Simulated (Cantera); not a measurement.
What does this Cantera script print?

```python
import numpy as np
import cantera as ct

gas_names = """
    CL CL2 N N2 Si SiCL SiCL2 SiCL3 SiCL4 SiN Si2 Si2N Si3
""".split()
cond_names = """
    Si(cr) Si(L) Si3N4(a)
""".split()


# ... load() reads the species with a 1 bar reference pressure and builds the phases ...
atoms = {
    'SiCl4': {'Si': 1, 'CL': 4},
    'N2': {'N': 2},
}
top_T = {'Si3N4(a)': 2400}  # K; cautious upper limits of use, not melting points


# ... equilibrate(T, P, feed) seeds the gas with the atoms and calls Mixture.equilibrate('TP', solver="vcs", rtol=1e-11, max_steps=5000) ...
results = []
feed = {'SiCl4': 1, 'N2': 20}  # mol
T = 1123  # K
P = 34  # Pa
mix = equilibrate(T, P, feed)
results.append((T, P, feed, dict(zip(mix.species_names, mix.species_moles))))
x = sorted(zip(gas.X, gas.species_names), reverse=True)
print(f"T = {T:g} K  P = {P:g} Pa  gas = {mix.phase_moles(0):.4g} mol")
print("   x: " + "  ".join(f"{s} {v:.3e}" for v, s in x if v > 0.001))
print("   condensed (mol): " + ("  ".join(f"{mix.phase(i).name} {mix.phase_moles(i):.4g}"
      for i in range(1, mix.n_phases) if mix.phase_moles(i) > 1e-12) or "none"))
```

Output:

```
T = 1123 K  P = 34 Pa  gas = 21 mol
   x: N2 9.523e-01  SiCL4 4.753e-02
   condensed (mol): none
```

Cantera equilibrium calculation (NASA polynomials, part measured and part estimated; ideal gas, pure solids and liquids). The tables' values for SiCl3 are old estimates; treat these amounts as uncertain.
